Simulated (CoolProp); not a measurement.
The fluid at 345.23 K and 0.219 MPa expands adiabatically to 0.0459 MPa with isentropic efficiency 0.85. The same conditions are run with several fluids, on thermodynamics alone (safety and materials aside).

Computed with CoolProp (reference Helmholtz-energy equation of state of each fluid (R236EA: Rui 2013; cis-2-butene: Lemmon 2005; oxygen: Schmidt 1985; R124: de Vries 1995; R22: Kamei 1995)).

| fluid | work (kJ/kg) | final temperature (K) | final density (kg/m³) |
|---|---|---|---|
| R236EA | ___ | ___ | ___ |
| cis-2-butene | ___ | 302.1 | ___ |
| oxygen | 96.2 | ___ | 0.736 |
| R124 | ___ | 309.4 | 2.46 |
| R22 | 38.9 | 284.9 | 1.69 |

Question: Fill in the missing entries.

Answer: 
- R236EA, work (kJ/kg): 23.3
- R236EA, final temperature (K): 316.9
- R236EA, final density (kg/m³): 2.68
- cis-2-butene, work (kJ/kg): 61.3
- cis-2-butene, final density (kg/m³): 1.04
- oxygen, final temperature (K): 240.2
- R124, work (kJ/kg): 25.7

Above 300 K oxygen's equation is extrapolated.
